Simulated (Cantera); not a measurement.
## Chemical vapour transport: Fe + HCl + H2

Charge: 1 mol Fe, 0.074 mol HCl, 5.1 mol H2, at 46000 Pa.

Method: chemical equilibrium by Gibbs-energy minimisation in Cantera with the NASA 1993 tables (ideal gas, pure condensed phases). Candidate condensed phases: Fe, FeCl2, FeCl3; 11 gas species. The numbers say what is thermodynamically allowed, not how fast it happens.

```csv
T (K),log p H2,log p HCl,log p FeCl2,log p H,log p Cl,log p Fe2Cl4,log p Fe,n Fe(α),n Fe(γ)
750,-0.34,-2.18,-5.52,<-12,<-12,-7.48,<-12,1.000,0
825,-0.34,-2.18,-5.25,-11.27,<-12,-7.84,<-12,1.000,0
900,-0.34,-2.18,-5.02,-10.10,-11.95,-8.15,<-12,1.000,0
975,-0.34,-2.18,-4.83,-9.11,-10.98,-8.42,<-12,1.000,0
1050,-0.34,-2.18,-4.68,-8.26,-10.14,-8.66,<-12,1.000,0
1125,-0.34,-2.19,-4.56,-7.52,-9.42,-8.89,-11.47,1.000,0
1200,-0.34,-2.19,-4.46,-6.88,-8.78,-9.09,-10.30,0,1.000
1275,-0.34,-2.19,-4.37,-6.30,-8.22,-9.28,-9.28,0,1.000
1350,-0.34,-2.19,-4.29,-5.79,-7.72,-9.44,-8.37,0,0.999
1425,-0.34,-2.19,-4.22,-5.34,-7.27,-9.59,-7.55,0,0.999
```
log p: log10 of the partial pressure in bar; n: condensed amount in mol.

From 750 K to 1125 K the condensed part is Fe(α). From 1200 K to 1425 K the condensed part is Fe(γ). The main Fe-bearing gas is FeCl2 throughout.
